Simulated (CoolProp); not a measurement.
A single-stage vapour-compression cycle with R134a: evaporating at 298.15 K (dew point), condensing at 366.15 K (bubble point), superheat 10 K, subcooling 8 K, compressor efficiency 0.8, no pressure losses. Each further row changes one setting.

Model: reference Helmholtz-energy equation of state, Tillner-Roth 1994, in CoolProp.

| case | cooling COP | pressure ratio | discharge temperature (K) | refrigerating effect (kJ/kg) | volumetric capacity (kJ/m³) |
|---|---|---|---|---|---|
| as stated | 2.10 | 5.18 | 387.5 | 92.1 | 2810 |
| evaporating temperature 303.15 K | 2.39 | 4.48 | … | 94.9 | … |
| condensing temperature 361.15 K | 2.45 | … | 381.7 | 101 | 3090 |
| subcooling 13 K | … | 5.18 | 387.5 | 102 | 3110 |
| superheat 20 K | 2.19 | 5.18 | … | 102 | 2960 |
| compressor efficiency 0.7 | 1.84 | 5.18 | 391.7 | 92.1 | 2810 |

Fill in the missing entries.


- evaporating temperature 303.15 K, discharge temperature (K): 386.6
- evaporating temperature 303.15 K, volumetric capacity (kJ/m³): 3350
- condensing temperature 361.15 K, pressure ratio: 4.68
- subcooling 13 K, cooling COP: 2.33
- superheat 20 K, discharge temperature (K): 396.2
